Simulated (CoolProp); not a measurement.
C2F6 (R116) at 298.15 K and 0.102 MPa flows at 0.35 m/s in a round tube of 2 mm bore and 1.5 µm roughness, fully developed (64/Re and Nu = 3.66 if laminar; Colebrook and Gnielinski if turbulent). Each further row changes one setting.

The numbers come from the reference Helmholtz-energy equation of state, Lemmon 2006 in CoolProp. It is a short technical equation, of lower accuracy than the large ones.

| case | Reynolds number | Darcy friction factor | pressure drop (Pa/m) | heat-transfer coefficient (W/(m² K)) | mass flow (kg/h) |
|---|---|---|---|---|---|
| as stated | [?] | [?] | [?] | 27.1 | [?] |
| velocity 0.7 m/s | 569 | 0.112 | [?] | 27.1 | 0.0454 |
| diameter 4 mm | 569 | 0.112 | [?] | [?] | [?] |

Question: Fill in the missing entries.

Answer: 
- as stated, Reynolds number: 285
- as stated, Darcy friction factor: 0.225
- as stated, pressure drop (Pa/m): 39.5
- as stated, mass flow (kg/h): 0.0227
- velocity 0.7 m/s, pressure drop (Pa/m): 79.1
- diameter 4 mm, pressure drop (Pa/m): 9.88
- diameter 4 mm, heat-transfer coefficient (W/(m² K)): 13.5
- diameter 4 mm, mass flow (kg/h): 0.0909

Viscosity comes from a separate model (Huber 2003), an estimate that may be off by 10 % or more. Thermal conductivity comes from a separate model (Huber 2003), an estimate that may be off by 10 % or more.
